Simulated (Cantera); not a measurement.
# Halide evaporation, hydrolysis and transport: MgCl2 + O2 + N2

Feed: 1 mol MgCl2, 0.18 mol O2, 0.11 mol N2, held at 3.40 mbar.

Equilibrium computed with Cantera from the NASA thermochemical tables; the gas is ideal and each condensed phase is pure. Candidate condensed phases: Mg, MgCl2, MgO; 18 gas species. The numbers say what is thermodynamically allowed, not how fast it happens.

From 1002 °C to 1902 °C the condensed part is MgO(s). The main Mg-bearing gas is MgCl2 throughout. The share of Mg in condensed phases is highest at 1002 °C (34.4 %) and lowest at 1302 °C (19.4 %).

```json
[
 {"T (°C)": "1002", "x MgCl2": "0.562", "x Cl": "0.0851", "x Cl2": "0.252", "x N2": "0.0942", "x O2": "0.00670", "n MgO(s)": "0.344"},
 {"T (°C)": "1077", "x MgCl2": "0.573", "x Cl": "0.137", "x Cl2": "0.175", "x N2": "0.0898", "x O2": "0.0253", "n MgO(s)": "0.298"},
 {"T (°C)": "1152", "x MgCl2": "0.590", "x Cl": "0.182", "x Cl2": "0.0954", "x N2": "0.0854", "x O2": "0.0465", "n MgO(s)": "0.240"},
 {"T (°C)": "1227", "x MgCl2": "0.597", "x Cl": "0.216", "x Cl2": "0.0464", "x N2": "0.0825", "x O2": "0.0579", "n MgO(s)": "0.205"},
 {"T (°C)": "1302", "x MgCl2": "0.594", "x Cl": "0.242", "x Cl2": "0.0222", "x N2": "0.0809", "x O2": "0.0609", "n MgO(s)": "0.194"},
 {"T (°C)": "1377", "x MgCl2": "0.586", "x Cl": "0.263", "x Cl2": "0.0109", "x N2": "0.0799", "x O2": "0.0597", "n MgO(s)": "0.195"},
 {"T (°C)": "1452", "x MgCl2": "0.577", "x Cl": "0.281", "x Cl2": "0.00561", "x N2": "0.0793", "x O2": "0.0566", "n MgO(s)": "0.202"},
 {"T (°C)": "1527", "x MgCl2": "0.567", "x Cl": "0.297", "x Cl2": "0.00301", "x N2": "0.0787", "x O2": "0.0529", "n MgO(s)": "0.211"},
 {"T (°C)": "1602", "x MgCl2": "0.557", "x Cl": "0.313", "x Cl2": "0.00169", "x N2": "0.0782", "x O2": "0.0488", "n MgO(s)": "0.221"},
 {"T (°C)": "1677", "x MgCl2": "0.547", "x Cl": "0.326", "x Cl2": "0.000984", "x N2": "0.0778", "x O2": "0.0447", "n MgO(s)": "0.231"},
 {"T (°C)": "1752", "x MgCl2": "0.538", "x Cl": "0.339", "x Cl2": "0.000594", "x N2": "0.0773", "x O2": "0.0407", "n MgO(s)": "0.239"},
 {"T (°C)": "1827", "x MgCl2": "0.527", "x Cl": "0.350", "x Cl2": "0.000369", "x N2": "0.0768", "x O2": "0.0369", "n MgO(s)": "0.247"},
 {"T (°C)": "1902", "x MgCl2": "0.514", "x Cl": "0.360", "x Cl2": "0.000236", "x N2": "0.0758", "x O2": "0.0338", "n MgO(s)": "0.250"}
]
```
x: gas mole fraction; n: condensed amount in mol.
